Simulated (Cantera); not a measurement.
A Cantera script and what it prints.

```python
import numpy as np
import cantera as ct

gas_names = """
    CL CLO CL2 H HCL HOCL HO2 H2 H2O H2O2 O OH O2 O3
""".split()
cond_names = """
    H2O(s) H2O(L)
""".split()


def load(file, names, dense=False):
    # The tables refer to 1 bar. Condensed volumes are neglected.
    table = {s.name: s for s in ct.Species.list_from_file(file)}
    out = []
    for n in names:
        d = dict(table[n].input_data)
        d["thermo"] = dict(d["thermo"], **{"reference-pressure": 1e5})
        if dense:
            d["equation-of-state"] = {"model": "constant-volume", "density": "1e6 g/cm^3"}
        out.append(ct.Species.from_dict(d))
    return out


gas = ct.Solution(thermo="ideal-gas", species=load("nasa_gas.yaml", gas_names))
cond = {s.name: ct.Solution(thermo="fixed-stoichiometry", species=[s], name=s.name)
        for s in load("nasa_condensed.yaml", cond_names, dense=True)}
atoms = {
    'HCl': {'H': 1, 'CL': 1},
    'H2': {'H': 2},
    'O2': {'O': 2},
}
top_T = {}  # K; cautious upper limits of use, not melting points


def equilibrate(T, P, feed):
    n = {}
    for name, mol in feed.items():
        for a, k in atoms[name].items():
            n[a] = n.get(a, 0.0) + k * mol
    gas.TPX = T, P, n
    mass = sum(n.values()) * gas.mean_molecular_weight
    gas.equilibrate("TP")
    valid = [c for c in cond.values() if c.min_temp <= T <= top_T.get(c.name, c.max_temp)]
    mix = ct.Mixture([(gas, mass / gas.mean_molecular_weight)] + [(c, 0.0) for c in valid])
    mix.T, mix.P = T, P
    mix.equilibrate("TP", solver="vcs", rtol=1e-11, max_steps=5000)
    return mix


results = []
feed = {'HCl': 1, 'H2': 2.3, 'O2': 1.4}  # mol
T = 2725  # K
P = 230000  # Pa
mix = equilibrate(T, P, feed)
results.append((T, P, feed, dict(zip(mix.species_names, mix.species_moles))))
x = sorted(zip(gas.X, gas.species_names), reverse=True)
print(f"T = {T:g} K  P = {P:g} Pa  gas = {mix.phase_moles(0):.4g} mol")
print("   x: " + "  ".join(f"{s} {v:.3e}" for v, s in x if v > 0.001))
print("   condensed (mol): " + ("  ".join(f"{mix.phase(i).name} {mix.phase_moles(i):.4g}"
      for i in range(1, mix.n_phases) if mix.phase_moles(i) > 1e-12) or "none"))
```

It prints:

```
T = 2725 K  P = 230000 Pa  gas = 3.702 mol
   x: H2O 5.925e-01  HCL 2.291e-01  O2 5.877e-02  CL 4.053e-02  OH 3.960e-02  H2 2.606e-02  H 6.642e-03  O 6.410e-03
   condensed (mol): none
```

Method: chemical equilibrium by Gibbs-energy minimisation in Cantera with the NASA 1993 tables (ideal gas, pure condensed phases).
